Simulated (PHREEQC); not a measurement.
Make-up at 25 °C: 0.28 mol/kgw KHCO3, 0.27 mol/kgw Na2CO3 and 0.039 mol/kgw LiCl. Closed to the air; pH follows from the charge balance.

All values are PHREEQC results (ion-association model, wateq4f.dat), not measurements.

The pH is 9.44, the ionic strength is 0.792 mol/kgw and the activity of water is 0.978. The total alkalinity is 820 meq/kg.

```json
[
 {"species": "Na+", "molality": "0.361", "activity": "0.256", "log γ": "-0.150"},
 {"species": "K+", "molality": "0.280", "activity": "0.172", "log γ": "-0.212"},
 {"species": "HCO3-", "molality": "0.259", "activity": "0.173", "log γ": "-0.176"},
 {"species": "NaCO3-", "molality": "0.158", "activity": "0.105", "log γ": "-0.176"},
 {"species": "CO3-2", "molality": "0.112", "activity": "0.0221", "log γ": "-0.704"},
 {"species": "Cl-", "molality": "0.0390", "activity": "0.0239", "log γ": "-0.212"}
]
```

Precipitation was switched off in this run. Ionic strength above about 0.7 mol/kgw puts this run outside the model's range. Complexes and solids missing from the database can't appear.
